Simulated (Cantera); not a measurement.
# Equilibrium for silicon etching in halogen gases: Si + F2 + N2

A closed system holds: 1 mol Si, a varied amount of F2, 73 mol N2, equilibrated at 1423 K and 0.100 bar.

Equilibrium computed with Cantera from the NASA thermochemical tables; the gas is ideal and each condensed phase is pure. Candidate condensed phases: Si, Si3N4; 16 gas species. N2 is the only nitrogen source here; it is nearly inert below about 1500 K, so the nitride shown seldom forms there in practice. The tables' values for SiF3, SiF2 are old estimates; treat these amounts as uncertain. Rates play no part.

From 0.84 mol F2 to 1.7 mol F2 the condensed part is Si3N4(s). From 2.2 mol F2 to 5.2 mol F2 nothing is condensed. The main Si-bearing gas is SiF4 throughout.

| n(F2) (mol) | x N2 | x F | x SiF4 | x SiF3 | x F2 | x SiF2 | n Si3N4(s) |
|---|---|---|---|---|---|---|---|
| 0.84 | 0.994 | 1.54e-12 | 0.00545 | 0.000393 | <1e-12 | 1.86e-5 | 0.191 |
| 1.3 | 0.991 | 1.72e-12 | 0.00843 | 0.000545 | <1e-12 | 2.31e-5 | 0.113 |
| 1.7 | 0.988 | 1.84e-12 | 0.0110 | 0.000666 | <1e-12 | 2.64e-5 | 0.0456 |
| 2.2 | 0.981 | 0.00537 | 0.0134 | <1e-12 | 8.02e-7 | <1e-12 | 0 |
| 2.6 | 0.971 | 0.0159 | 0.0133 | <1e-12 | 7.05e-6 | <1e-12 | 0 |
| 3 | 0.961 | 0.0263 | 0.0132 | <1e-12 | 1.92e-5 | <1e-12 | 0 |
| 3.5 | 0.948 | 0.0389 | 0.0130 | <1e-12 | 4.20e-5 | <1e-12 | 0 |
| 3.9 | 0.938 | 0.0487 | 0.0129 | <1e-12 | 6.59e-5 | <1e-12 | 0 |
| 4.4 | 0.926 | 0.0607 | 0.0127 | <1e-12 | 0.000102 | <1e-12 | 0 |
| 4.8 | 0.917 | 0.0701 | 0.0126 | <1e-12 | 0.000136 | <1e-12 | 0 |
| 5.2 | 0.908 | 0.0793 | 0.0124 | <1e-12 | 0.000174 | <1e-12 | 0 |
x: gas mole fraction; n: condensed amount in mol.
